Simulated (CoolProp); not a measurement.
Propylene at 298.15 K and 1.98 MPa flows at 0.18 m/s in a round tube of 50 mm bore and 45 µm roughness, fully developed (64/Re and Nu = 3.66 if laminar; Colebrook and Gnielinski if turbulent). Each further row changes one setting.

The numbers come from the reference Helmholtz-energy equation of state, Lemmon 2013 in CoolProp.

| case | Reynolds number | Darcy friction factor | pressure drop (Pa/m) | heat-transfer coefficient (W/(m² K)) | mass flow (kg/h) |
|---|---|---|---|---|---|
| as stated | … | 0.0239 | 3.95 | 470 | … |
| velocity 0.36 m/s | 94900 | … | … | … | 1300 |
| diameter 100 mm | 94900 | 0.0203 | 1.67 | 414 | … |

**Question.** Complete the blanks.

**Answer.** 
- as stated, Reynolds number: 47500
- as stated, mass flow (kg/h): 648
- velocity 0.36 m/s, Darcy friction factor: 0.0219
- velocity 0.36 m/s, pressure drop (Pa/m): 14.5
- velocity 0.36 m/s, heat-transfer coefficient (W/(m² K)): 885
- diameter 100 mm, mass flow (kg/h): 2590

Viscosity comes from a separate model (Huber 2003), an estimate that may be off by 10 % or more. Thermal conductivity comes from a separate model (Huber 2003), an estimate that may be off by 10 % or more.
